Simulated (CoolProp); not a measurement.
The numbers come from the reference Helmholtz-energy equation of state, Lemmon 2013 in CoolProp.

### Question
Give the vapour pressure (MPa), liquid density (kg/m³), vapour density (kg/m³), liquid viscosity (µPa s) of saturated propylene at -71.65 °C.

### Answer
| T (°C) | p (MPa) | liquid density (kg/m³) | vapour density (kg/m³) | liquid viscosity (µPa s) |
|---|---|---|---|---|
| -71.65 | 0.0292 | 639 | 0.745 | 261 |

Viscosity comes from a separate model (Huber 2003), an estimate that may be off by 10 % or more.
